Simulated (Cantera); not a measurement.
An isothermal, constant-pressure homogeneous reactor starts with 2.63 % H2, 97.4 % O2, equivalence ratio 0.013, at 1225 K and 1.20 Torr.

Cantera simulation using the H2/O2 subset of GRI-Mech 3.0, which has no nitrogen chemistry; the numbers are that mechanism's predictions, not measurements. Radical loss at walls, strong at low pressure, is not modelled.

One state of this run: x H2 = 0.000191; x O2 = 0.957; x H2O = 0.0245; x H2O2 = 5.56e-9; x HO2 = 2.07e-7. x: mole fraction; the columns are a selection and need not sum to one.

**Question.** Which value of t (s) does it belong to?
A. 0.000387
B. 0.00503
C. 0.00214
D. 2.00

**Answer.** D, 2.00
